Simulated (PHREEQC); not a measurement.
1 kg of water holding 0.026 mol KOH meets 20 L of dry gas (CO2 1 by moles) at fixed total pressure, at 60 °C; fugacities by Peng-Robinson. The gases take part in no redox reaction, some water evaporates into the gas, and hydrates or a liquid gas phase aren't modelled. No solid was allowed to form.

Computed with PHREEQC (ion-association model, phreeqc.dat).

| P (atm) | dissolved CO2 (all carbonate carbon) (mol/kgw) | φ of CO2 | pH |
|---|---|---|---|
| 2 | 0.0553 | 0.992 | 6.17 |
| 5 | 0.103 | 0.981 | 5.75 |
| 10 | 0.180 | 0.961 | 5.45 |
| 20 | 0.325 | 0.924 | 5.17 |
| 30 | 0.458 | 0.887 | 5.01 |
| 40 | 0.577 | 0.851 | 4.90 |
| 50 | 0.685 | 0.816 | 4.83 |
| 75 | 0.899 | 0.733 | 4.70 |
| 100 | 1.04 | 0.654 | 4.63 |
| 150 | 1.18 | 0.525 | 4.57 |
| 200 | 1.26 | 0.447 | 4.53 |
| 300 | 1.37 | 0.367 | 4.46 |
| 400 | 1.45 | 0.331 | 4.40 |

Species that the database lacks are ignored. At this temperature some constants are extrapolated from 25 °C, and those without enthalpy data are left unchanged.
